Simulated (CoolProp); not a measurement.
Vapour-liquid equilibrium of propane (1) + toluene (2) at 0.106 MPa; x and y are mole fractions of (1).

The numbers come from the multi-fluid Helmholtz-energy mixture model, Lemmon 2009 and Lemmon 2006; pair parameters Bell 2016 in CoolProp.

```csv
x,bubble temperature (K),y at the bubble point,dew temperature at overall composition x (K),liquid density (mol/L)
0.05,308.1,0.941,383.5,9.371
0.2,257.0,0.997,377.4,10.32
0.35,245.3,0.999,370.5,10.89
0.5,240.6,0.999,362.2,11.42
0.65,238.1,1.000,351.6,11.94
0.8,235.9,1.000,336.4,12.45
0.95,233.2,1.000,304.8,12.97
```

No azeotrope shows between x = 0.05 and 0.95.

Pair parameters are fitted to limited data, so mixtures are less certain than the pure fluids. With so large a gap from Raoult's law the liquid may split in two, which this calculation doesn't test in full.
